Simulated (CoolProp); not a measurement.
A closed Brayton cycle with carbon dioxide: compressor inlet 316.15 K and 8.9 MPa, high pressure 17.8 MPa, turbine inlet 775 K, compressor efficiency 0.89, turbine efficiency 0.93, recuperator effectiveness 0.9 (on enthalpy, no pinch check). Each further row changes one setting.

Model: reference Helmholtz-energy equation of state, Span 1996, in CoolProp.

```json
[
 {"case": "as stated", "thermal efficiency (%)": "30.8", "net work (kJ/kg)": "66.7", "compressor to turbine work": "0.26", "compressor exit (K)": "358.9", "turbine exit (K)": "691.8"},
 {"case": "turbine inlet 725 K", "thermal efficiency (%)": "29.4", "net work (kJ/kg)": "60.1", "compressor to turbine work": "0.28", "compressor exit (K)": "358.9", "turbine exit (K)": "645.0"},
 {"case": "compressor inlet 326.15 K", "thermal efficiency (%)": "30.8", "net work (kJ/kg)": "59.3", "compressor to turbine work": "0.34", "compressor exit (K)": "(withheld)", "turbine exit (K)": "691.8"},
 {"case": "high pressure 15.1 MPa", "thermal efficiency (%)": "(withheld)", "net work (kJ/kg)": "52.7", "compressor to turbine work": "(withheld)", "compressor exit (K)": "348.7", "turbine exit (K)": "711.2"},
 {"case": "recuperator effectiveness 0.5", "thermal efficiency (%)": "17.8", "net work (kJ/kg)": "66.7", "compressor to turbine work": "0.26", "compressor exit (K)": "358.9", "turbine exit (K)": "691.8"}
]
```

Question: Some entries are withheld; supply them.

Answer: 
- compressor inlet 326.15 K, compressor exit (K): 380.5
- high pressure 15.1 MPa, thermal efficiency (%): 27.8
- high pressure 15.1 MPa, compressor to turbine work: 0.24
